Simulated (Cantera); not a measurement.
Silicon epitaxy and polysilicon growth: Si3H8 + N2

A closed system holds: 1 mol Si3H8, 77 mol N2, held at 1325 K and 0.0340 bar.

Cantera equilibrium calculation (NASA polynomials, part measured and part estimated; ideal gas, pure solids and liquids). Candidate condensed phases: Si, Si3N4; 18 gas species. The feed counts by its element totals alone. N2 is the only nitrogen source here; it is nearly inert below about 1500 K, so the nitride shown seldom forms there in practice. Kinetics and transport are ignored.

```yaml
x(N2): 0.949
x(H2): 0.0506
x(H): 2.00e-6
n(Si3N4(s)): 1.00 mol
gas_amount: 79.00 mol
log10 activity of Si(s) (absent): -3.02
```
